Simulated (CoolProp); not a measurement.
R507A along the isotherm 389.3 K: fugacity coefficient from the reference equation and from simpler models built on Tc = 343.8 K, pc = 3705 kPa, ω = 0.286; each cubic takes its own stable root.

Model: reference Helmholtz-energy equation of state, Lemmon 2003, in CoolProp. It is a pseudo-pure fit of the blend.

| p (kPa) | phase | reference |
|---|---|---|
| 505 | gas | 0.9684 |
| 1010 | gas | 0.9374 |
| 1520 | gas | 0.9067 |
| 2020 | gas | 0.8771 |
| 2530 | gas | 0.8474 |
| 3030 | gas | 0.8189 |
| 3540 | gas | 0.7902 |
| 4040 | supercritical | 0.7627 |
| 4550 | supercritical | 0.7352 |
| 5050 | supercritical | 0.7087 |
| 5560 | supercritical | 0.6824 |

Problem. How far does each simpler model (van der Waals, Peng-Robinson) lie from the reference over these 11 states: mean and median of the absolute difference, and the worst?

Solution. 
- van der Waals: mean 0.5 %, median 0.5 %, worst -1.0 % at 389.3 K and 5560 kPa
- Peng-Robinson: mean 1.0 %, median 1.2 %, worst -1.4 % at 389.3 K and 5050 kPa
